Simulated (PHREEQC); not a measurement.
Consider water at 20 °C with 0.0026 mol/kgw Al(NO3)3, 0.00062 mol/kgw Li2SO4 and 0.15 mol/kgw KNO3. Closed to the air; pH follows from the charge balance.

Computed with PHREEQC (ion-association model, wateq4f.dat).

```csv
quantity,before,after
pH,4.11,7.07
SO4-2 (mol/kgw),0.000360,0.000476
HSO4- (mol/kgw),1.04e-6,1.55e-9
LiSO4- (mol/kgw),6.27e-7,8.55e-7
```

Task: What was changed between the two runs?
A) Al(NO3)3 left out
B) KNO3 replaced by Mn(NO3)2 at the same molality
C) diluted 100-fold with water
D) diluted 2-fold with water

Result: A, Al(NO3)3 left out

Precipitation was switched off in this run. Some of these states are supersaturated (in Basaluminite, Gibbsite (slow to form), for instance).
